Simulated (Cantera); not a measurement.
Feed: 1 mol Cu2O, 0.88 mol CH4, 5.7 mol H2, held at 1475 K and 2.03 Torr.

Method: chemical equilibrium by Gibbs-energy minimisation in Cantera with the NASA 1993 tables (ideal gas, pure condensed phases). Candidate condensed phases: C, C6H6, C7H8, C8H18, Cu, CuO, Cu(OH)2, Cu2O, H2O; 113 gas species. The numbers say what is thermodynamically allowed, not how fast it happens.

Base state: H2 0.879, CO 0.105, H2O 0.0137, Cu 0.00198, CO2 0.000657, H 0.000234 (mole fractions); condensed: Cu(l).

Q: What changes in the equilibrium state with this change: Cu2O replaced by SiO2?

A: 
```tsv
species	before	after
H2	0.879	0.877
CO	0.105	0.0823
SiO	0	0.0400
H2O	0.0137	6.68e-6
Cu	0.00198	0
CO2	0.000657	2.52e-7
H	0.000234	0.000234
Cu(l), mol	1.98	0
SiC(s), mol	0	0.180
SiO2(β-quartz), mol	0	0.480
```
Mutual solubility and eutectic melting of coexisting phases are not modelled. The tables hold silica as quartz up to 1696 K and as liquid above; real silica turns to tridymite and cristobalite and melts near 1996 K. Further candidate phases: Si, SiC, SiO2.

Q: What changes in the equilibrium state with this change: pressure from 2.03 Torr to 1730 Torr?

A: 
```csv
species,before,after
H2,0.879,0.881
CO,0.105,0.105
H2O,0.0137,0.0139
Cu,0.00198,2.33e-6
H,0.000234,8.02e-6
CH4,<1e-9,0.000163
CO2,0.000657,0.000665
"Cu(l), mol",1.98,2.00
```
